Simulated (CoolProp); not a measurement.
A closed Brayton cycle with nitrogen: compressor inlet 333.15 K and 3 MPa, high pressure 9.27 MPa, turbine inlet 705 K, compressor efficiency 0.85, turbine efficiency 0.85, recuperator effectiveness 0 (on enthalpy, no pinch check). Each further row changes one setting.

Model: reference Helmholtz-energy equation of state, Span 2000, in CoolProp.

| case | thermal efficiency (%) | net work (kJ/kg) | compressor to turbine work | compressor exit (K) | turbine exit (K) |
|---|---|---|---|---|---|
| as stated | 7.6 | 18.6 | 0.89 | 483.0 | 544.7 |
| turbine inlet 655 K | 3.1 | 5.84 | 0.96 | 483.0 | 504.7 |
| compressor inlet 343.15 K | 6.0 | 13.7 | 0.92 | 497.3 | 544.7 |
| high pressure 7.88 MPa | 8.3 | 22.6 | 0.85 | 458.4 | 565.1 |
| recuperator effectiveness 0.5 | 8.8 | 18.6 | 0.89 | 483.0 | 544.7 |
